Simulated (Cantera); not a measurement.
A closed system holds: 1 mol Si₃N₄, 0.016 mol CO₂, 2 mol H₂, at 1425 K and 0.870 bar.

Cantera equilibrium calculation (NASA polynomials, part measured and part estimated; ideal gas, pure solids and liquids). Candidate condensed phases: C, C₆H₆, C₇H₈, C₈H₁₈, H₂O, Si, SiC, SiO₂, Si₂N₂O, Si₃N₄; 151 gas species. Mutual solubility and eutectic melting of coexisting phases are not modelled. The numbers say what is thermodynamically allowed, not how fast it happens.

Base state: H₂ 0.989, N₂ 0.00953, CH₄ 0.00151, HCN 2.78e-5 (mole fractions); condensed: SiC(s) + Si₂N₂O(s) + Si₃N₄(s).

Problem. What changes in the equilibrium state with this change: CO₂ from 0.016 to 1.3 mol?

Solution. 
| species | before | after |
|---|---|---|
| H₂ | 0.989 | 0.629 |
| N₂ | 0.00953 | 0.226 |
| CO | 2.46e-6 | 0.143 |
| CO₂ | <1e-9 | 2.39e-5 |
| H₂O | 1.36e-8 | 0.000238 |
| SiC(s), mol | 0.0129 | 0 |
| Si₂N₂O(s), mol | 0.0320 | 1.28 |
| Si₃N₄(s), mol | 0.974 | 0 |
| C(graphite), mol | 0 | 0.842 |
| SiO₂(β-quartz), mol | 0 | 0.430 |
The tables hold silica as quartz up to 1696 K and as liquid above; real silica turns to tridymite and cristobalite and melts near 1996 K.
